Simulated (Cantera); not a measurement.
Input (Python, Cantera) and output of one run.

```python
import numpy as np
import cantera as ct

gas_names = """
    CL CL2 H HCL H2 Si SiCL SiCL2 SiCL3 SiCL4 SiH SiHCL3 SiH2 SiH2CL2 SiH3 SiH3CL SiH4 Si2 Si3
""".split()
cond_names = """
    Si(cr) Si(L)
""".split()


def load(file, names, dense=False):
    # The tables refer to 1 bar. Condensed volumes are neglected.
    table = {s.name: s for s in ct.Species.list_from_file(file)}
    out = []
    for n in names:
        d = dict(table[n].input_data)
        d["thermo"] = dict(d["thermo"], **{"reference-pressure": 1e5})
        if dense:
            d["equation-of-state"] = {"model": "constant-volume", "density": "1e6 g/cm^3"}
        out.append(ct.Species.from_dict(d))
    return out


gas = ct.Solution(thermo="ideal-gas", species=load("nasa_gas.yaml", gas_names))
cond = {s.name: ct.Solution(thermo="fixed-stoichiometry", species=[s], name=s.name)
        for s in load("nasa_condensed.yaml", cond_names, dense=True)}
atoms = {
    'Si': {'Si': 1},
    'HCl': {'H': 1, 'CL': 1},
    'H2': {'H': 2},
}
top_T = {}  # K; cautious upper limits of use, not melting points


def equilibrate(T, P, feed):
    n = {}
    for name, mol in feed.items():
        for a, k in atoms[name].items():
            n[a] = n.get(a, 0.0) + k * mol
    gas.TPX = T, P, n
    mass = sum(n.values()) * gas.mean_molecular_weight
    gas.equilibrate("TP")
    valid = [c for c in cond.values() if c.min_temp <= T <= top_T.get(c.name, c.max_temp)]
    mix = ct.Mixture([(gas, mass / gas.mean_molecular_weight)] + [(c, 0.0) for c in valid])
    mix.T, mix.P = T, P
    mix.equilibrate("TP", solver="vcs", rtol=1e-11, max_steps=5000)
    return mix


results = []
T = 698.15  # K
P = 2200000  # Pa
for m in [0.68, 0.84, 1, 1.3, 1.5, 1.9, 2.3, 2.8, 3.5, 4.2, 5.2]:
    feed = {'Si': 1, 'HCl': m, 'H2': 0.73}  # mol
    mix = equilibrate(T, P, feed)
    results.append((T, P, feed, dict(zip(mix.species_names, mix.species_moles))))

top = {s: max(r[3][s] / sum(r[3][g] for g in gas_names) for r in results) for s in gas_names}
cols = sorted((s for s in top if top[s] > 0.001), key=lambda s: -top[s])[:7]
seen = [c for c in cond_names if any(r[3].get(c, 0) > 1e-12 for r in results)]
print("log10 of partial pressures in bar; condensed amounts in mol")
print(f"{'n(HCl)':>10s}" + "".join(f"{s[:9]:>10s}" for s in cols + seen))
for T, P, feed, n in results:
    ng = sum(n[g] for g in gas_names)
    print(f"{feed['HCl']:10.4g}" + "".join(f"{np.log10(max(n[s] / ng * P / 1e5, 1e-99)):10.3f}" for s in cols)
          + "".join(f"{n.get(c, 0):10.4g}" for c in seen))
```

It prints:

```
log10 of partial pressures in bar; condensed amounts in mol
    n(HCl)        H2     SiCL4       HCL    SiHCL3   SiH2CL2    Si(cr)
      0.68     1.262     0.157    -2.604     0.319    -0.702    0.7958
      0.84     1.251     0.222    -2.593     0.363    -0.681    0.7491
         1     1.241     0.272    -2.585     0.395    -0.666    0.7024
       1.3     1.227     0.338    -2.576     0.437    -0.647    0.6152
       1.5     1.219     0.371    -2.572     0.458    -0.639    0.5572
       1.9     1.206     0.419    -2.566     0.487    -0.628    0.4414
       2.3     1.196     0.452    -2.563     0.508    -0.621    0.3258
       2.8     1.186     0.483    -2.560     0.526    -0.615    0.1814
       3.5     1.181     0.554    -2.454     0.486    -0.766         0
       4.2     1.184     0.747     0.055    -1.827    -5.585         0
       5.2     1.086     0.649     0.729    -2.697    -7.227         0
```

Cantera equilibrium calculation (NASA polynomials, part measured and part estimated; ideal gas, pure solids and liquids).
